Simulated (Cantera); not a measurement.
A closed system holds: 1 mol MgO, 0.014 mol C, 5.3 mol H2, held at 2502 °C.

Method: chemical equilibrium by Gibbs-energy minimisation in Cantera with the NASA 1993 tables (ideal gas, pure condensed phases). Candidate condensed phases: C, C6H6, C7H8, C8H18, H2O, Mg, MgCO3, MgO, Mg(OH)2; 116 gas species. The tables' values for MgH are old estimates; treat these amounts as uncertain. Rates play no part.

Task: At 3.45 Torr, list the 6 most abundant gas species with their mole fractions, and the condensed phases.

Result: H 0.545, H2 0.244, Mg 0.107, H2O 0.0405, O 0.0351, OH 0.0249. Condensed: gas only.
